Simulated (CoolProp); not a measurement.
n-hexane along the isobar 0.189 MPa: fugacity coefficient from the reference equation and from simpler models built on Tc = 507.8 K, pc = 3.044 MPa, ω = 0.300; each cubic takes its own stable root.

Computed with CoolProp (reference Helmholtz-energy equation of state, Thol 2019).

```tsv
T (K)	phase	reference
286.2	liquid	0.06184
302	liquid	0.1247
317.7	liquid	0.2299
333.5	liquid	0.3954
349.2	liquid	0.6369
365	gas	0.9314
380.7	gas	0.9410
396.5	gas	0.9489
412.2	gas	0.9554
```

### Question
How far does each simpler model (Soave-Redlich-Kwong, Peng-Robinson) lie from the reference over these 9 states: mean and median of the absolute difference, and the worst?

### Answer
- Soave-Redlich-Kwong: mean 0.8 %, median 0.7 %, worst -1.8 % at 286.2 K and 0.189 MPa
- Peng-Robinson: mean 0.7 %, median 0.5 %, worst +2.1 % at 286.2 K and 0.189 MPa
